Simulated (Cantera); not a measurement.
A closed system holds: 1 mol n-butane, 0.19 mol H2O, a varied amount of N2, equilibrated at 2102 °C and 0.133 bar.

Method: chemical equilibrium by Gibbs-energy minimisation in Cantera with the NASA 1993 tables (ideal gas, pure condensed phases). Candidate condensed phases: C, C6H6, C7H8, C8H18, H2O; 136 gas species. The numbers say what is thermodynamically allowed, not how fast it happens.

x: gas mole fraction; n: condensed amount in mol.

| n(N2) (mol) | x N2 | x H2 | x H | x CO | x HCN | x C2H2 (acetylene) | x HNC | n C(graphite) |
|---|---|---|---|---|---|---|---|---|
| 0.72 | 0.108 | 0.805 | 0.0347 | 0.0306 | 0.0150 | 0.00500 | (withheld) | 3.64 |
| 1 | 0.145 | 0.769 | 0.0339 | 0.0293 | 0.0170 | 0.00477 | (withheld) | 3.63 |
| 1.4 | 0.193 | 0.722 | 0.0328 | 0.0276 | 0.0190 | 0.00448 | (withheld) | 3.60 |
| 2 | 0.255 | 0.661 | 0.0314 | 0.0253 | 0.0209 | 0.00410 | 0.00211 | 3.57 |
| 2.9 | 0.333 | 0.587 | 0.0296 | 0.0226 | 0.0225 | 0.00364 | 0.00226 | 3.54 |
| 4.1 | 0.414 | 0.510 | 0.0276 | 0.0198 | 0.0234 | 0.00317 | 0.00235 | 3.50 |
| 5.8 | 0.499 | 0.430 | 0.0253 | 0.0168 | 0.0236 | 0.00267 | 0.00237 | 3.45 |
| 8.2 | 0.584 | 0.351 | 0.0229 | 0.0138 | 0.0231 | 0.00218 | 0.00232 | 3.40 |
| 12 | 0.671 | 0.272 | 0.0201 | 0.0108 | 0.0218 | 0.00169 | 0.00219 | 3.33 |
| 17 | 0.742 | 0.209 | 0.0176 | 0.00841 | 0.0200 | 0.00130 | (withheld) | 3.25 |
| 23 | 0.794 | 0.163 | 0.0156 | 0.00664 | 0.0183 | 0.00101 | (withheld) | 3.17 |
| 33 | 0.845 | 0.118 | 0.0133 | 0.00492 | 0.0161 | 0.000733 | (withheld) | 3.06 |

Question: Fill in the missing entries.

Answer: 
- 0.72, x HNC: 0.00151
- 1, x HNC: 0.00171
- 1.4, x HNC: 0.00191
- 17, x HNC: 0.00202
- 23, x HNC: 0.00184
- 33, x HNC: 0.00162
